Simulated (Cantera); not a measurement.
Charge: 1 mol SiO2, 2.3 mol HCl, 2 mol N2, at 502 °C and 0.110 bar.

Cantera equilibrium calculation (NASA polynomials, part measured and part estimated; ideal gas, pure solids and liquids). Candidate condensed phases: H2O, NH4Cl, Si, SiO2, Si2N2O, Si3N4; 47 gas species. Equilibrium is a limit: real reactors are often held back by kinetics, nucleation or transport.

Problem. What is the equilibrium state?

Solution. 
- x(HCl) = 0.535
- x(N2) = 0.465
- x(H2O) = 9.61e-6
- x(SiCl4) = 4.81e-6
- n(SiO2(α-quartz)) = 1.000 mol
- gas amount = 4.300 mol
- log10 activity of Si(s) (absent) = -28.16
